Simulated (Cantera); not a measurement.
Cantera run:

```python
import numpy as np
import cantera as ct

gas_names = """
    CL CL2 H HCL H2 N NH NH2 NH3 N2 N2H2 N2H4 Si SiCL SiCL2 SiCL3 SiCL4 SiH SiHCL3 SiH2 SiH2CL2 SiH3
    SiH3CL SiH4 SiN Si2 Si2N Si3
""".split()
cond_names = """
    NH4CL(a) NH4CL(b) Si(cr) Si(L) Si3N4(a)
""".split()


def load(file, names, dense=False):
    # The tables refer to 1 bar. Condensed volumes are neglected.
    table = {s.name: s for s in ct.Species.list_from_file(file)}
    out = []
    for n in names:
        d = dict(table[n].input_data)
        d["thermo"] = dict(d["thermo"], **{"reference-pressure": 1e5})
        if dense:
            d["equation-of-state"] = {"model": "constant-volume", "density": "1e6 g/cm^3"}
        out.append(ct.Species.from_dict(d))
    return out


gas = ct.Solution(thermo="ideal-gas", species=load("nasa_gas.yaml", gas_names))
cond = {s.name: ct.Solution(thermo="fixed-stoichiometry", species=[s], name=s.name)
        for s in load("nasa_condensed.yaml", cond_names, dense=True)}
atoms = {
    'SiHCl3': {'Si': 1, 'H': 1, 'CL': 3},
    'NH3': {'N': 1, 'H': 3},
    'H2': {'H': 2},
}
top_T = {'Si3N4(a)': 2400}  # K; cautious upper limits of use, not melting points


def equilibrate(T, P, feed):
    n = {}
    for name, mol in feed.items():
        for a, k in atoms[name].items():
            n[a] = n.get(a, 0.0) + k * mol
    gas.TPX = T, P, n
    mass = sum(n.values()) * gas.mean_molecular_weight
    gas.equilibrate("TP")
    valid = [c for c in cond.values() if c.min_temp <= T <= top_T.get(c.name, c.max_temp)]
    mix = ct.Mixture([(gas, mass / gas.mean_molecular_weight)] + [(c, 0.0) for c in valid])
    mix.T, mix.P = T, P
    mix.equilibrate("TP", solver="vcs", rtol=1e-11, max_steps=5000)
    return mix


results = []
feed = {'SiHCl3': 1, 'NH3': 2.2, 'H2': 0.27}  # mol
for P in [5, 26, 140, 710, 3700, 19000, 100000]:
    for T in [950, 1050, 1150, 1250, 1350, 1450, 1550, 1650, 1750, 1850, 1950, 2050]:
        mix = equilibrate(T, P, feed)
        results.append((T, P, feed, dict(zip(mix.species_names, mix.species_moles))))

for T, P, feed, n in results:
    print(f"{T:7g} {P:10.4g}  " + (" + ".join(c for c in cond_names if n.get(c, 0) > 1e-12) or "gas only"))
```

Result:

```
    950          5  Si3N4(a)
   1050          5  Si3N4(a)
   1150          5  Si3N4(a)
   1250          5  Si3N4(a)
   1350          5  Si3N4(a)
   1450          5  Si(cr)
   1550          5  Si(cr)
   1650          5  gas only
   1750          5  gas only
   1850          5  gas only
   1950          5  gas only
   2050          5  gas only
    950         26  Si3N4(a)
   1050         26  Si3N4(a)
   1150         26  Si3N4(a)
   1250         26  Si3N4(a)
   1350         26  Si3N4(a)
   1450         26  Si3N4(a)
   1550         26  Si(cr)
   1650         26  gas only
   1750         26  gas only
   1850         26  gas only
   1950         26  gas only
   2050         26  gas only
    950        140  Si3N4(a)
   1050        140  Si3N4(a)
   1150        140  Si3N4(a)
   1250        140  Si3N4(a)
   1350        140  Si3N4(a)
   1450        140  Si3N4(a)
   1550        140  Si3N4(a)
   1650        140  Si(cr)
   1750        140  Si(L)
   1850        140  Si(L)
   1950        140  gas only
   2050        140  gas only
    950        710  Si3N4(a)
   1050        710  Si3N4(a)
   1150        710  Si3N4(a)
   1250        710  Si3N4(a)
   1350        710  Si3N4(a)
   1450        710  Si3N4(a)
   1550        710  Si3N4(a)
   1650        710  Si3N4(a)
   1750        710  Si(L)
   1850        710  Si(L)
   1950        710  Si(L)
   2050        710  gas only
    950       3700  Si3N4(a)
   1050       3700  Si3N4(a)
   1150       3700  Si3N4(a)
   1250       3700  Si3N4(a)
   1350       3700  Si3N4(a)
   1450       3700  Si3N4(a)
   1550       3700  Si3N4(a)
   1650       3700  Si3N4(a)
   1750       3700  Si3N4(a)
   1850       3700  Si(L)
   1950       3700  Si(L)
   2050       3700  Si(L)
    950    1.9e+04  Si3N4(a)
   1050    1.9e+04  Si3N4(a)
   1150    1.9e+04  Si3N4(a)
   1250    1.9e+04  Si3N4(a)
   1350    1.9e+04  Si3N4(a)
   1450    1.9e+04  Si3N4(a)
   1550    1.9e+04  Si3N4(a)
   1650    1.9e+04  Si3N4(a)
   1750    1.9e+04  Si3N4(a)
   1850    1.9e+04  Si3N4(a)
   1950    1.9e+04  Si(L)
   2050    1.9e+04  Si(L)
    950      1e+05  Si3N4(a)
   1050      1e+05  Si3N4(a)
   1150      1e+05  Si3N4(a)
   1250      1e+05  Si3N4(a)
   1350      1e+05  Si3N4(a)
   1450      1e+05  Si3N4(a)
   1550      1e+05  Si3N4(a)
   1650      1e+05  Si3N4(a)
   1750      1e+05  Si3N4(a)
   1850      1e+05  Si3N4(a)
   1950      1e+05  Si3N4(a)
   2050      1e+05  Si(L)
```

Equilibrium computed with Cantera from the NASA thermochemical tables; the gas is ideal and each condensed phase is pure. The tables' values for SiCl3 are old estimates.
